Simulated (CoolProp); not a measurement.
Vapour-liquid equilibrium of hydrogen sulfide (1) + propane (2) at -27.15 °C; x and y are mole fractions of (1).

The numbers come from the multi-fluid Helmholtz-energy mixture model, Lemmon 2006 and Lemmon 2009; pair parameters Kunz 2012 in CoolProp.

Task: Give the bubble pressure and the first vapour's composition at x = 0.35, 0.5, 0.8. Is there an azeotrope?

Result: x = 0.35: 0.4016 MPa, y = 0.634; x = 0.5: 0.4320 MPa, y = 0.695; x = 0.8: 0.4548 MPa, y = 0.801. y crosses x between x = 0.8 and 0.95: the model has an azeotrope there.

Pair parameters are fitted to limited data, so mixtures are less certain than the pure fluids.
